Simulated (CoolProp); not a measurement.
R365MFC along the isotherm 500 K: fugacity coefficient from the reference equation and from simpler models built on Tc = 460.0 K, pc = 32.66 bar, ω = 0.377; each cubic takes its own stable root.

The numbers come from the reference Helmholtz-energy equation of state, Lemmon 2016 in CoolProp.

| p (bar) | phase | reference |
|---|---|---|
| 16.3 | gas | 0.8670 |
| 32.7 | supercritical | 0.7451 |
| 49 | supercritical | 0.6359 |
| 65.3 | supercritical | 0.5416 |
| 81.7 | supercritical | 0.4743 |
| 98 | supercritical | 0.4288 |
| 114 | supercritical | 0.3972 |
| 131 | supercritical | 0.3729 |
| 147 | supercritical | 0.3560 |
| 163 | supercritical | 0.3434 |

Problem. How far does each simpler model (van der Waals, Redlich-Kwong, Soave-Redlich-Kwong, Peng-Robinson) lie from the reference over these 10 states: mean and median of the absolute difference, and the worst?

Solution. 
- van der Waals: mean 4.1 %, median 2.4 %, worst +11.4 % at 500 K and 163 bar
- Redlich-Kwong: mean 0.9 %, median 0.6 %, worst -2.3 % at 500 K and 65.3 bar
- Soave-Redlich-Kwong: mean 6.2 %, median 6.5 %, worst +10.4 % at 500 K and 163 bar
- Peng-Robinson: mean 0.5 %, median 0.2 %, worst -1.4 % at 500 K and 49 bar
